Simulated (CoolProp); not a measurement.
Saturation properties of isobutane (Tc = 134.7 °C, pc = 3.629 MPa, ω = 0.184).

Model: reference Helmholtz-energy equation of state, Bücker 2006, in CoolProp.

```
T (°C)  p (MPa)  enthalpy of vaporisation (kJ/kg)  liquid cp (kJ/(kg K))  vapour Z  surface tension (mN/m)  vapour viscosity (µPa s)
------  -------  --------------------------------  ---------------------  --------  ----------------------  ------------------------
-31.45  0.04358                             381.9                  2.131    0.9774                    16.5                      6.10
-28.65  0.04960                             379.6                  2.143    0.9752                    16.2                      6.17
-25.95  0.05602                             377.4                  2.155    0.9730                    15.8                      6.24
-23.25  0.06308                             375.1                  2.167    0.9705                    15.5                      6.30
-20.55  0.07081                             372.8                  2.180    0.9680                       …                         …
-17.75  0.07961                                 …                  2.193    0.9652                    14.9                      6.43
-15.05  0.08887                             368.0                  2.206    0.9623                    14.6                      6.50
-12.35  0.09896                             365.6                  2.219    0.9593                    14.3                      6.56
-9.55    0.1103                             363.1                      …    0.9560                    13.9                      6.63
-6.85    0.1223                             360.7                  2.247    0.9527                    13.6                      6.70
-4.15    0.1351                                 …                  2.261    0.9493                    13.3                      6.76
-1.45    0.1490                             355.7                      …    0.9456                    13.0                      6.83
1.35     0.1646                             353.1                  2.290    0.9417                    12.7                      6.90
```

Q: Fill in the missing entries.

A: 
- -20.55, surface tension (mN/m): 15.2
- -20.55, vapour viscosity (µPa s): 6.37
- -17.75, enthalpy of vaporisation (kJ/kg): 370.4
- -9.55, liquid cp (kJ/(kg K)): 2.233
- -4.15, enthalpy of vaporisation (kJ/kg): 358.2
- -1.45, liquid cp (kJ/(kg K)): 2.275

It boils at -11.7 °C under 1 atm.

Viscosity comes from a separate model (Vogel 2000). Surface tension comes from a separate correlation (Mulero 2012).
